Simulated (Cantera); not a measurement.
# Equilibrium for silicon carbide growth: SiH4 + H2 + C2H2

Input: 1 mol SiH4, 510 mol H2, 0.13 mol C2H2, equilibrated at 0.133 bar.

Cantera equilibrium calculation (NASA polynomials, part measured and part estimated; ideal gas, pure solids and liquids). Candidate condensed phases: C, C6H6, C7H8, C8H18, Si, SiC; 87 gas species. Mutual solubility and eutectic melting of coexisting phases are not modelled. Gases not in the tables: Si2H6 and higher silanes. Kinetics and transport are ignored.

```csv
T (K),x H2,x H,x Si,x C2H2 (acetylene),x SiH,x SiH2,x Si2C,x Si2,n Si(l),n SiC(s)
1725,0.999,0.000509,7.61e-6,2.61e-8,3.97e-6,1.72e-5,5.33e-8,3.63e-8,0.726,0.259
1825,0.999,0.00121,3.41e-5,1.56e-7,1.32e-5,3.56e-5,4.13e-7,2.22e-7,0.698,0.258
1925,0.997,0.00261,0.000131,7.71e-7,3.87e-5,6.79e-5,2.57e-6,1.12e-6,0.618,0.256
2025,0.994,0.00526,0.000437,3.25e-6,0.000102,0.000121,1.33e-5,4.80e-6,0.393,0.248
2125,0.989,0.00989,0.00104,1.85e-5,0.000195,0.000164,4.69e-5,1.15e-5,0,0.213
2225,0.980,0.0176,0.00140,0.000195,0.000213,0.000131,7.99e-5,9.34e-6,0,0
2325,0.968,0.0296,0.00155,0.000217,0.000195,8.92e-5,3.36e-5,5.54e-6,0,0
2425,0.950,0.0478,0.00163,0.000226,0.000172,5.99e-5,1.36e-5,3.15e-6,0,0
```
x: gas mole fraction; n: condensed amount in mol.

From 1725 K to 2025 K the condensed part is Si(l) + SiC(s). At 2125 K the condensed part is SiC(s). From 2225 K to 2425 K nothing is condensed. The main Si-bearing gas is SiH2 at 1725 K and Si at 2425 K.
